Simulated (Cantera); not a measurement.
Charge: 1 mol CuO, 4.3 mol CH4, 1.8 mol N2, equilibrated at 2575 K and 290 Pa.

Equilibrium computed with Cantera from the NASA thermochemical tables; the gas is ideal and each condensed phase is pure. Candidate condensed phases: C, C6H6, C7H8, C8H18, Cu, CuO, Cu(OH)2, Cu2O, H2O; 139 gas species. The numbers say what is thermodynamically allowed, not how fast it happens.

Base state: H 0.383, H2 0.354, N2 0.107, CO 0.0651, Cu 0.0651, HCN 0.0165, C2H2 (acetylene) 0.00520, HNC 0.00211 (mole fractions); condensed: C(graphite).

What changes in the equilibrium state with this change: temperature from 2575 K to 2448.15 K?


```tsv
species	before	after
H2	0.354	0.467
H	0.383	0.253
N2	0.107	0.118
HCN	0.0165	0.0146
CO	0.0651	0.0704
Cu	0.0651	0.0704
C2	4.97e-5	6.86e-6
C3	0.000532	7.52e-5
C(graphite), mol	2.79	2.94
```
